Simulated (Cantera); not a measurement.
Feed: 1 mol HCl, 0.53 mol H2O, 0.65 mol N2, held at 1350 K and 28.0 bar.

These are equilibrium values from Cantera (NASA tables, ideal gas, pure condensed phases), not measurements of a reactor. Candidate condensed phases: H2O, NH4Cl; 29 gas species. Kinetics and transport are ignored.

Base state: HCl 0.459, N2 0.298, H2O 0.243, H2 5.42e-5, Cl2 4.21e-5, Cl 2.34e-5 (mole fractions); condensed: gas only.

### Question
What changes in the equilibrium state with this change: HCl replaced by H2S?

### Answer
| species | before | after |
|---|---|---|
| H2S | 0 | 0.391 |
| N2 | 0.298 | 0.290 |
| H2O | 0.243 | 0.236 |
| HCl | 0.459 | 0 |
| H2 | 5.42e-5 | 0.0554 |
| S2 | 0 | 0.0269 |
| SO2 | 0 | 0.000349 |
| SH | 0 | 0.000323 |
| S2O | 0 | 0.000148 |
Further candidate phases: H2SO4, S.
